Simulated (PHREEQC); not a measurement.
# Nickel, zinc or cadmium bath

Solution (20 °C): 35 mmol/kgw ZnSO4 and 17 mmol/kgw MnSO4. It is in equilibrium with CO2 at log p = -3.4 (atm). Otherwise closed; pH follows from the charge balance.

All values are PHREEQC results (ion-association model, phreeqc.dat), not measurements.

Each row changes one thing in this solution. Precipitation was switched off in this run.

| case | pH | ionic strength (mol/kgw) | SO4-2 (mol/kgw) | Zn+2 (mol/kgw) | ZnSO4 (mol/kgw) | Mn+2 (mol/kgw) | SI of Rhodochrosite (MnCO3) | SI of Zn(OH)2(e) (Zn(OH)2) |
|---|---|---|---|---|---|---|---|---|
| as made | 5.48 | 0.117 | 0.0262 | 0.0184 | 0.0136 | 0.0109 | -1.87 | -2.72 |
| MnSO4 from 0.017 to 0.17 mol/kgw | 5.51 | 0.423 | 0.0967 | 0.0129 | 0.0131 | 0.0928 | -1.04 | -3.01 |
| diluted 2-fold with water | 5.50 | 0.0639 | 0.0151 | 0.0102 | 0.00645 | 0.00577 | [?] | [?] |
| temperature from 20 to 25 °C | [?] | 0.115 | 0.0259 | 0.0183 | 0.0138 | 0.0105 | [?] | -2.73 |
| MnSO4 from 0.017 to 0.0017 mol/kgw | 5.46 | 0.0836 | 0.0188 | 0.0198 | 0.0131 | 0.00113 | [?] | -2.68 |

### Question
Complete the blanks.

### Answer

- diluted 2-fold with water, SI of Rhodochrosite (MnCO3): -2.03
- diluted 2-fold with water, SI of Zn(OH)2(e) (Zn(OH)2): -2.85
- temperature from 20 to 25 °C, pH: 5.47
- temperature from 20 to 25 °C, SI of Rhodochrosite (MnCO3): -1.86
- MnSO4 from 0.017 to 0.0017 mol/kgw, SI of Rhodochrosite (MnCO3): -2.85
